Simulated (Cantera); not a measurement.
A freely propagating, adiabatic, planar premixed flame of H2 : O2 : N2 = 1 : 0.185 : 0.696 (molar parts), unburnt at 675 K and 130000 Pa; mixture-averaged transport, grid criteria slope 0.08 and curve 0.16, no radiation.

Computed with Cantera and the H2/O2 subset of GRI-Mech 3.0, which has no nitrogen chemistry. Burning velocities carry a grid error of a few per cent, more on coarse grids.

### Question
How do the results move with these cheaper or finer settings: unity-Lewis-number transport; multicomponent transport; multicomponent+Soret transport; grid criteria slope 0.5, curve 1; grid criteria slope 0.25, curve 0.5; grid criteria slope 0.03, curve 0.06?

### Answer
```json
[
 {"setting": "as above", "laminar burning velocity": "1040 cm/s", "thermal thickness": "0.358 mm", "peak x(HO2)": "0.000227", "peak x(OH)": "0.00234", "grid points": "136"},
 {"setting": "unity-Lewis-number transport", "laminar burning velocity": "645 cm/s", "thermal thickness": "0.326 mm", "peak x(HO2)": "0.000189", "peak x(OH)": "0.00238", "grid points": "122"},
 {"setting": "multicomponent transport", "laminar burning velocity": "1020 cm/s", "thermal thickness": "0.362 mm", "peak x(HO2)": "0.000226", "peak x(OH)": "0.00234", "grid points": "136"},
 {"setting": "multicomponent+Soret transport", "laminar burning velocity": "993 cm/s", "thermal thickness": "0.356 mm", "peak x(HO2)": "0.000228", "peak x(OH)": "0.00233", "grid points": "136"},
 {"setting": "grid criteria slope 0.5, curve 1", "laminar burning velocity": "1310 cm/s", "thermal thickness": "0.577 mm", "peak x(HO2)": "0.000191", "peak x(OH)": "0.00249", "grid points": "48"},
 {"setting": "grid criteria slope 0.25, curve 0.5", "laminar burning velocity": "1140 cm/s", "thermal thickness": "0.425 mm", "peak x(HO2)": "0.000221", "peak x(OH)": "0.00242", "grid points": "62"},
 {"setting": "grid criteria slope 0.03, curve 0.06", "laminar burning velocity": "1030 cm/s", "thermal thickness": "0.347 mm", "peak x(HO2)": "0.000229", "peak x(OH)": "0.00232", "grid points": "314"}
]
```
Unity Lewis numbers drop preferential diffusion, which matters most where H2 and H carry the flame; Soret adds thermal diffusion.
